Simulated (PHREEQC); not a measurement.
Synthetic water in mg/L, 25 °C, pH 5.99, pe 9.7:

```csv
constituent,mg/L
Na,3.28
K,0.0213
Ca,2.33
Mg,0.296
Cl,5.79
S(6) as SO4,2.23
Alkalinity as HCO3,4.88
Sr,0.0673
Zn,0.246
Cu(2),0.00317
Cd,0.841
Pb,0.00853
```

Valence states are taken as typed.

Computed with PHREEQC (ion-association model, phreeqc.dat).

| Item | Value |
|---|---|
| ionic strength | 0.000404 mol/kgw |
| charge-balance error | 3.1 % |

```csv
species,molality,activity,log γ
CO2,0.000182,0.000182,0.000
Cl-,0.000163,0.000160,-0.010
Na+,0.000143,0.000139,-0.010
HCO3-,8.09e-5,7.90e-5,-0.010
Ca+2,5.79e-5,5.28e-5,-0.040
SO4-2,2.29e-5,2.09e-5,-0.040
Mg+2,1.21e-5,1.11e-5,-0.039
Cd+2,7.32e-6,6.68e-6,-0.040
Zn+2,3.71e-6,3.38e-6,-0.040
```

No solid was allowed to form. Species that the database lacks are ignored.
